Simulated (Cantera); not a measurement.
Feed: 1 mol B, 10 mol H2O, held at 1.33 mbar.

Equilibrium computed with Cantera from the NASA thermochemical tables; the gas is ideal and each condensed phase is pure. Candidate condensed phases: B, B2O3, B3O3H3, H2O; 23 gas species. The numbers say what is thermodynamically allowed, not how fast it happens.

### Question
At 1527 °C, list the 7 most abundant gas species with their mole fractions, and the condensed phases.

### Answer
H2O 0.759, H2 0.141, HBO2 0.0930, H 0.00369, OH 0.00131, B2O3 0.000839, BO2 0.000195. Condensed: gas only.
